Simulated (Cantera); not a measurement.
Input: 1 mol MgO, 80 mol HCl, 3 mol N₂, equilibrated at 26000 Pa.

Equilibrium computed with Cantera from the NASA thermochemical tables; the gas is ideal and each condensed phase is pure. Candidate condensed phases: H₂O, Mg, MgCl₂, MgO, Mg(OH)₂, NH₄Cl; 38 gas species. Rates play no part.

x: gas mole fraction; n: condensed amount in mol.

```json
[
 {"T (K)": "1098", "x HCl": "0.946", "x N₂": "0.0364", "x Cl": "1.00e-5", "x H₂O": "0.0121", "x MgCl₂": "0.00568", "x H₂": "…", "n MgCl₂(l)": "0.532"},
 {"T (K)": "1198", "x HCl": "0.940", "x N₂": "0.0361", "x Cl": "4.46e-5", "x H₂O": "0.0120", "x MgCl₂": "0.0120", "x H₂": "…", "n MgCl₂(l)": "0"},
 {"T (K)": "1298", "x HCl": "0.939", "x N₂": "0.0361", "x Cl": "0.000153", "x H₂O": "0.0120", "x MgCl₂": "0.0120", "x H₂": "…", "n MgCl₂(l)": "0"},
 {"T (K)": "1398", "x HCl": "0.939", "x N₂": "0.0361", "x Cl": "0.000431", "x H₂O": "0.0120", "x MgCl₂": "0.0120", "x H₂": "…", "n MgCl₂(l)": "0"},
 {"T (K)": "1498", "x HCl": "0.938", "x N₂": "0.0361", "x Cl": "0.00104", "x H₂O": "0.0120", "x MgCl₂": "0.0120", "x H₂": "…", "n MgCl₂(l)": "0"},
 {"T (K)": "1598", "x HCl": "0.936", "x N₂": "0.0361", "x Cl": "0.00222", "x H₂O": "0.0120", "x MgCl₂": "0.0120", "x H₂": "…", "n MgCl₂(l)": "0"},
 {"T (K)": "1698", "x HCl": "0.933", "x N₂": "0.0361", "x Cl": "0.00431", "x H₂O": "0.0120", "x MgCl₂": "0.0120", "x H₂": "…", "n MgCl₂(l)": "0"},
 {"T (K)": "1798", "x HCl": "0.928", "x N₂": "0.0360", "x Cl": "0.00774", "x H₂O": "0.0120", "x MgCl₂": "0.0120", "x H₂": "…", "n MgCl₂(l)": "0"},
 {"T (K)": "1898", "x HCl": "0.920", "x N₂": "0.0359", "x Cl": "0.0130", "x H₂O": "0.0119", "x MgCl₂": "0.0120", "x H₂": "…", "n MgCl₂(l)": "0"}
]
```

Problem. Some entries are withheld; supply them.

Solution. 
- 1098, x H₂: 1.69e-5
- 1198, x H₂: 4.64e-5
- 1298, x H₂: 0.000118
- 1398, x H₂: 0.000277
- 1498, x H₂: 0.000603
- 1598, x H₂: 0.00122
- 1698, x H₂: 0.00228
- 1798, x H₂: 0.00401
- 1898, x H₂: 0.00666
